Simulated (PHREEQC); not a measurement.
Consider water at 25 °C with 0.043 mol HCl, 0.0016 mol Li2SO4 and 0.085 mol MnSO4 per kg of water. Closed to the air; pH follows from the charge balance.

All values are PHREEQC results (ion-association model, wateq4f.dat), not measurements.

This is a speciation only: nothing precipitates in the calculation.

Problem. What pH, ionic strength does the model give?

Solution. pH 1.78; ionic strength 0.223 mol/kgw.

Problem. In which forms is S present?

Solution. SO4-2 41 %, MnSO4 33 %, HSO4- 26 % of the S.
